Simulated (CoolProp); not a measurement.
Vapour-liquid equilibrium of dimethyl ether (1) + n-hexane (2) at 52.85 °C; x and y are mole fractions of (1).

The numbers come from the multi-fluid Helmholtz-energy mixture model, Wu 2011 and Thol 2019; pair parameters Bell 2016 in CoolProp.

Give the bubble pressure and the first vapour's composition at x = 0.45, 0.55, 0.85. Is there an azeotrope?

x = 0.45: 6.235 bar, y = 0.928; x = 0.55: 7.265 bar, y = 0.945; x = 0.85: 10.38 bar, y = 0.981. No azeotrope shows between x = 0.05 and 0.95.

The pair parameters rest on a limited set of measurements; away from them the model extrapolates. The gap from Raoult's law changes sign with composition, which may be real or a fault of the pair parameters; it wasn't checked against measurements.
